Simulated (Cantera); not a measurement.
Charge: 1 mol C6H6, 0.24 mol H2O, 4.3 mol H2, held at 15.0 Pa.

Cantera equilibrium calculation (NASA polynomials, part measured and part estimated; ideal gas, pure solids and liquids). Candidate condensed phases: C, C6H6, C7H8, C8H18, H2O; 110 gas species. Rates play no part.

**Question.** Which condensed phases are stable at each of these points (T (K)): 2425, 2475, 2525, 2575, 2625, 2675, 2725, 2775?

**Answer.** 
```tsv
T (K)	condensed phases	C condensed (%)
2425	C(graphite)	94.3
2475	C(graphite)	93.3
2525	C(graphite)	91.0
2575	C(graphite)	86.3
2625	C(graphite)	76.6
2675	C(graphite)	56.8
2725	C(graphite)	15.8
2775	gas only	0.0
```

From 2425 K to 2725 K the condensed part is C(graphite). At 2775 K nothing is condensed.
